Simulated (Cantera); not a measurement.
Input: 1 mol TEOS, 29 mol O2, 4.3 mol H2, held at 1900 K and 0.930 bar.

These are equilibrium values from Cantera (NASA tables, ideal gas, pure condensed phases), not measurements of a reactor. Candidate condensed phases: C, C6H6, C7H8, C8H18, H2O, Si, SiC, SiO2; 123 gas species. The feed counts by its element totals alone. The tables hold silica as quartz up to 1696 K and as liquid above; real silica turns to tridymite and cristobalite and melts near 1996 K. Gases not in the tables: Si(OH)4. Kinetics and transport are ignored.

Base state: O2 0.399, H2O 0.383, CO2 0.215, OH 0.00286, O 0.000195, CO 0.000194, H2 8.19e-5 (mole fractions); condensed: SiO2(condensed).

Q: What changes in the equilibrium state with this change: temperature from 1900 K to 1250 K?

A: 
```csv
species,before,after
O2,0.399,0.400
H2O,0.383,0.385
CO2,0.215,0.215
OH,0.00286,1.35e-5
CO,0.000194,1.91e-8
O,0.000195,4.54e-8
H2,8.19e-5,2.18e-8
"SiO2(condensed), mol",1.000,0
"SiO2(β-quartz), mol",0,1.00
```
